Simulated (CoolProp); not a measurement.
Properties of R123 along the isobar 3.79 MPa (Tc = 183.7 °C, pc = 3.662 MPa, ω = 0.282).

Model: reference Helmholtz-energy equation of state, Younglove 1994, in CoolProp. It is a modified Benedict-Webb-Rubin equation, recast in Helmholtz form.

| T (°C) | phase | cv (kJ/(kg K)) | viscosity (µPa s) | conductivity (mW/(m K)) | fugacity coefficient |
|---|---|---|---|---|---|
| -9.45 | liquid | 0.6791 | 666 | 87.9 | 0.006414 |
| 10.25 | liquid | 0.6955 | 521 | 82.0 | 0.01543 |
| 29.95 | liquid | 0.7123 | 415 | 76.6 | 0.03218 |
| 49.65 | liquid | 0.7291 | 335 | 71.5 | 0.05985 |
| 69.35 | liquid | 0.7459 | 273 | 66.8 | 0.1014 |
| 89.05 | liquid | 0.7629 | 225 | 62.4 | 0.1590 |
| 108.75 | liquid | 0.7804 | 185 | 58.2 | 0.2338 |
| 128.45 | liquid | 0.7992 | 153 | 54.1 | 0.3253 |
| 148.05 | liquid | 0.8205 | 124 | 49.7 | 0.4307 |
| 167.75 | liquid | 0.8490 | 96.2 | 44.8 | 0.5468 |
| 187.45 | supercritical | 0.9265 | 29.9 | 31.3 | 0.6588 |
| 207.15 | supercritical | 0.8744 | 22.5 | 26.0 | 0.7135 |
| 226.85 | supercritical | 0.8647 | 21.7 | 25.8 | 0.7541 |

Viscosity comes from a separate model (Tanaka 1996). Thermal conductivity comes from a separate model (Laesecke 1996).
